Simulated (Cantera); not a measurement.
A closed system holds: 1 mol borazine, 0.14 mol H₂O, 0.22 mol H₂, 0.24 mol N₂, at 1375 K and 1000 Pa.

Cantera equilibrium calculation (NASA polynomials, part measured and part estimated; ideal gas, pure solids and liquids). Candidate condensed phases: B, BN, B₂O₃, B₃O₃H₃, H₂O; 39 gas species. The feed counts by its element totals alone. Mutual solubility and eutectic melting of coexisting phases are not modelled. Equilibrium is a limit: real reactors are often held back by kinetics, nucleation or transport.

Base state: H₂ 0.919, N₂ 0.0781, HBO₂ 0.00190, H₂O 0.000696, HBO 0.000586, B₂O₃ 0.000132, H 3.28e-5 (mole fractions); condensed: BN(s) + B₂O₃(l).

Problem. What changes in the equilibrium state with this change: borazine replaced by BCl₃?

Solution. 
| species | before | after |
|---|---|---|
| HCl | 0 | 0.432 |
| BCl₃ | 0 | 0.432 |
| N₂ | 0.0781 | 0.101 |
| H₂ | 0.919 | 0.00150 |
| B₃O₃Cl₃ | 0 | 0.0263 |
| BOCl | 0 | 0.00576 |
| Cl | 0 | 0.000317 |
| BN(s), mol | 2.91 | 0.145 |
| B₂O₃(l), mol | 0.0400 | 0 |
N₂ is the only nitrogen source here; it is nearly inert below about 1500 K, so the nitride shown seldom forms there in practice. The tables' values for BOCl, BCl₂ are old estimates; treat these amounts as uncertain. Gases not in the tables: BHCl₂. Further candidate phases: NH₄Cl.

Problem. What changes in the equilibrium state with this change: temperature from 1375 K to 1125 K?

Solution. 
```
species         before     after
------------  --------  --------
H₂               0.919     0.921
N₂              0.0781    0.0784
H₂O           0.000696  0.000782
HBO₂           0.00190   7.41e-5
HBO           0.000586   2.11e-6
B₂O₃          0.000132   6.67e-8
H              3.28e-5   4.26e-7
BN(s), mol        2.91      2.91
B₂O₃(l), mol    0.0400    0.0455
```
